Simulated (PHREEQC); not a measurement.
A solution holds 0.0038 mol/kgw CuSO4, 4.7e-05 mol/kgw HCl and 0.00078 mol/kgw H3BO3, at 65 °C. Closed to the air; pH follows from the charge balance.

The numbers come from PHREEQC with the ion-association model, phreeqc.dat.

| quantity | before | after |
|---|---|---|
| pH | 4.44 | 4.44 |
| ionic strength (mol/kgw) | 0.0117 | 0.0120 |
| H2BO3- (mol/kgw) | 2.66e-8 | 1.53e-8 |

What was changed between the two runs?
A) temperature from 65 to 30 °C
B) CuSO4 left out
C) temperature from 65 to 70 °C
D) 7.3e-05 mol/kgw CO2 added

A, temperature from 65 to 30 °C

This is a speciation only: nothing precipitates in the calculation. Constants without temperature data keep their 25 °C values here.
